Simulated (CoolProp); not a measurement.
The numbers come from the reference Helmholtz-energy equation of state, Thol 2019 in CoolProp.

Problem. For dodecamethylpentasiloxane (MD3M), give the phase and the cp (kJ/(kg K)), speed of sound (m/s), Joule-Thomson coefficient (K/MPa) at 27.05 °C and 0.101 MPa; 123.35 °C and 0.101 MPa; 161.85 °C and 0.101 MPa.

Solution. 
- 27.05 °C and 0.101 MPa: liquid; cp 1.71, speed of sound 939, Joule-Thomson coefficient -0.449
- 123.35 °C and 0.101 MPa: liquid; cp 1.93, speed of sound 655, Joule-Thomson coefficient -0.321
- 161.85 °C and 0.101 MPa: liquid; cp 2.01, speed of sound 554, Joule-Thomson coefficient -0.246
